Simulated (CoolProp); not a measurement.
Hexamethyldisiloxane (MM) along the isotherm 346.85 °C: fugacity coefficient from the reference equation and from simpler models built on Tc = 245.6 °C, pc = 1.931 MPa, ω = 0.418; each cubic takes its own stable root.

Values from CoolProp's reference Helmholtz-energy equation of state, Thol 2016.

| p (MPa) | phase | reference | van der Waals | Redlich-Kwong | Peng-Robinson |
|---|---|---|---|---|---|
| 0.121 | gas | 0.9884 | 0.9881 | 0.9874 | 0.9876 |
| 0.241 | gas | 0.9770 | 0.9763 | 0.9751 | 0.9754 |
| 0.362 | gas | 0.9656 | 0.9644 | 0.9627 | 0.9633 |
| 0.483 | gas | (withheld) | (withheld) | (withheld) | 0.9513 |
| 0.603 | gas | (withheld) | 0.9410 | 0.9384 | 0.9396 |
| 0.724 | gas | 0.9320 | 0.9292 | 0.9263 | 0.9279 |
| 0.845 | gas | 0.9210 | (withheld) | 0.9143 | 0.9164 |
| 0.966 | gas | (withheld) | (withheld) | (withheld) | 0.9050 |

### Question
What belongs in the gaps?

### Answer

- 0.483, reference: 0.9543
- 0.483, van der Waals: 0.9526
- 0.483, Redlich-Kwong: 0.9505
- 0.603, reference: 0.9431
- 0.845, van der Waals: 0.9175
- 0.966, reference: 0.9101
- 0.966, van der Waals: 0.9059
- 0.966, Redlich-Kwong: 0.9024
